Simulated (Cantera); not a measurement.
A freely propagating, adiabatic, planar premixed flame of H2 : O2 : N2 = 1 : 0.893 : 3.36 (molar parts), equivalence ratio 0.56, unburnt at 300 K and 3750 Torr; mixture-averaged transport, grid criteria slope 0.08 and curve 0.16, no radiation.

Cantera simulation using the H2/O2 subset of GRI-Mech 3.0, which has no nitrogen chemistry; the numbers are that mechanism's predictions, not measurements. The hydrogen kinetics of GRI-Mech 3.0 are dated; newer H2 mechanisms differ, most at raised pressure. Burning velocities carry a grid error of a few per cent, more on coarse grids. Lean hydrogen flames are cellular in practice and burn faster than this planar one.

**Question.** What does this change do: O2 0.893 to 0.7 parts?

**Answer.** 
```tsv
quantity	before	after
laminar burning velocity	24.9 cm/s	31.0 cm/s
thermal thickness	0.121 mm	0.109 mm
peak x(H2O2)	0.000254	0.000216
peak x(H)	0.000759	0.00139
peak x(OH)	0.00270	0.00315
peak x(O)	0.00106	0.00118
```

**Question.** What does this change do: inlet temperature 300 to 475 K?

**Answer.** 
```tsv
quantity	before	after
laminar burning velocity	24.9 cm/s	89.0 cm/s
thermal thickness	0.121 mm	0.0792 mm
peak x(H2O2)	0.000254	0.000190
peak x(H)	0.000759	0.00207
peak x(OH)	0.00270	0.00494
peak x(O)	0.00106	0.00242
```
